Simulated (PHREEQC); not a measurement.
PHREEQC input (Pitzer model, pitzer.dat):

```
SOLUTION 1
  temp 30
  units mol/kgw
  pH 7 charge
  Cl 1.0049
  Mg 0.37
  Sr 0.13
  K 0.0049
END
USE solution 1
INCREMENTAL_REACTIONS false
REACTION 1
  H2O -1
  0 9.886 18.011 24.689 30.178 34.689 38.397 41.444
  43.949 46.007 47.699 49.089 50.232 moles
EQUILIBRIUM_PHASES 1
  Bischofite 0 0
  Brucite 0 0
  Carnallite 0 0
  Sylvite 0 0
  MgCl2_4H2O 0 0
SELECTED_OUTPUT 1
  -reset false
  -pH true
  -pe true
  -ionic_strength true
  -water true
  -activities H2O
  -totals Cl K Mg Sr
  -molalities H+ K+ Mg+2 Sr+2 Cl- OH- MgOH+
  -equilibrium_phases Bischofite Brucite Carnallite Sylvite MgCl2_4H2O
PRINT
  -reset false
END
```

Selected output (columns that matter, 13 of 13 rows; water left (kg) added in front):

```
water left (kg)	pH	mu	Cl	K	Mg	Sr	m_H+	m_K+	m_Mg+2	m_Sr+2	m_Cl-	m_OH-	la_H2O
1	6.2626	1.5049	1.0049	0.0049	0.37	0.13	5.6959e-07	0.0049	0.37	0.13	1.0049	1.0206e-07	-0.010973
0.821894	6.1905	1.831	1.2227	0.0059618	0.45018	0.15817	6.1843e-07	0.0059618	0.45018	0.15817	1.2227	9.818e-08	-0.013758
0.675514	6.104	2.2278	1.4876	0.0072537	0.54773	0.19245	6.775e-07	0.0072537	0.54773	0.19245	1.4876	9.2509e-08	-0.017397
0.555203	5.9989	2.7105	1.81	0.0088256	0.66642	0.23415	7.5091e-07	0.0088256	0.66642	0.23415	1.81	8.4773e-08	-0.022225
0.456313	5.8703	3.298	2.2022	0.010738	0.81085	0.28489	8.4478e-07	0.010738	0.81085	0.28489	2.2022	7.4891e-08	-0.028735
0.375043	5.7122	4.0126	2.6794	0.013065	0.98655	0.34663	9.6823e-07	0.013065	0.98655	0.34663	2.6794	6.3114e-08	-0.037655
0.30824	5.5173	4.8822	3.2601	0.015897	1.2004	0.42175	1.135e-06	0.015897	1.2004	0.42175	3.2601	5.0108e-08	-0.050068
0.253345	5.2773	5.9401	3.9665	0.019341	1.4605	0.51313	1.366e-06	0.019341	1.4605	0.51313	3.9665	3.6944e-08	-0.067582
0.208215	4.9822	7.2276	4.8263	0.023533	1.777	0.62436	1.693e-06	0.023533	1.777	0.62436	4.8263	2.4874e-08	-0.092614
0.171138	4.6208	8.7935	5.8719	0.028632	2.162	0.75962	2.1647e-06	0.028632	2.162	0.75962	5.8719	1.5005e-08	-0.12875
0.140655	4.1794	10.699	7.1444	0.034837	2.6306	0.92425	2.8561e-06	0.034837	2.6306	0.92425	7.1444	7.9243e-09	-0.18144
0.115613	3.6428	13.017	8.692	0.042383	3.2003	1.1244	3.8778e-06	0.042383	3.2003	1.1244	8.692	3.5644e-09	-0.25882
0.0950203	2.992	15.838	10.576	0.051568	3.8939	1.3681	5.3824e-06	0.051568	3.8939	1.3681	10.576	1.3178e-09	-0.37344
```
